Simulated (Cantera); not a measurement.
Source: NASA polynomial tables (part measured, part estimated), evaluated in Cantera. Values are per mole of reaction as written; species without (g) are pure solids or liquids, kept so even where they would boil at 1 bar.

a) 2 Si + O2(g) → 2 SiO(g)
b) 2 Pb + O2(g) → 2 PbO(g)
c) 0.8 V + O2(g) → 0.4 V2O5
d) Ta + O2(g) → TaO2(g)
e) 2 B + O2(g) → B2O2(g)

Problem. Order these by ΔG° at 898 K, most negative first.

Solution. e (-479 kJ), c (-466 kJ), a (-358 kJ), d (-228 kJ), b (22 kJ)
